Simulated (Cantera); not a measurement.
Reactions in the system H-I-Mg

Source: NASA polynomial tables (part measured, part estimated), evaluated in Cantera. Values are per mole of reaction as written; species without (g) are pure solids or liquids, kept so even where they would boil at 1 bar.

H2(g) + MgI2 → 2 HI(g) + Mg

```json
[
 {"T (K)": "450", "ΔH° (kJ)": "416.3", "ΔS° (J/K)": "176.2", "ΔG° (kJ)": "337.0", "log10 K": "-39.12"},
 {"T (K)": "500", "ΔH° (kJ)": "415.1", "ΔS° (J/K)": "173.8", "ΔG° (kJ)": "328.2", "log10 K": "-34.29"},
 {"T (K)": "550", "ΔH° (kJ)": "414.0", "ΔS° (J/K)": "171.5", "ΔG° (kJ)": "319.6", "log10 K": "-30.35"},
 {"T (K)": "600", "ΔH° (kJ)": "412.8", "ΔS° (J/K)": "169.5", "ΔG° (kJ)": "311.1", "log10 K": "-27.08"},
 {"T (K)": "650", "ΔH° (kJ)": "411.6", "ΔS° (J/K)": "167.6", "ΔG° (kJ)": "302.7", "log10 K": "-24.32"},
 {"T (K)": "700", "ΔH° (kJ)": "410.5", "ΔS° (J/K)": "165.9", "ΔG° (kJ)": "294.3", "log10 K": "-21.96"},
 {"T (K)": "750", "ΔH° (kJ)": "409.4", "ΔS° (J/K)": "164.4", "ΔG° (kJ)": "286.1", "log10 K": "-19.92"},
 {"T (K)": "800", "ΔH° (kJ)": "408.3", "ΔS° (J/K)": "163.0", "ΔG° (kJ)": "277.9", "log10 K": "-18.14"}
]
```
